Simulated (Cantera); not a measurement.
A closed system holds: 1 mol CF4, 0.012 mol F2, at 1775 K and 51.0 mbar.

Method: chemical equilibrium by Gibbs-energy minimisation in Cantera with the NASA 1993 tables (ideal gas, pure condensed phases). Candidate condensed phases: C; 13 gas species. Gases not in the tables: C2F6 and larger saturated fluorocarbons. Kinetics and transport are ignored.

Base state: CF4 0.976, F 0.0235, CF3 4.28e-5 (mole fractions); condensed: gas only.

**Question.** What changes in the equilibrium state with this change: CF4 replaced by CH3Cl?

**Answer.** 
```
species            before     after
----------------  -------  --------
HCl                     0     0.496
H2                      0     0.490
HF                      0    0.0119
CF4                 0.976     <1e-9
F                  0.0235   3.20e-9
H                       0  0.000898
Cl                      0  0.000697
C2H2 (acetylene)        0   6.98e-5
CF3               4.28e-5     <1e-9
C(graphite), mol        0     1.000
```
Further candidate phases: C6H6, C7H8, C8H18.
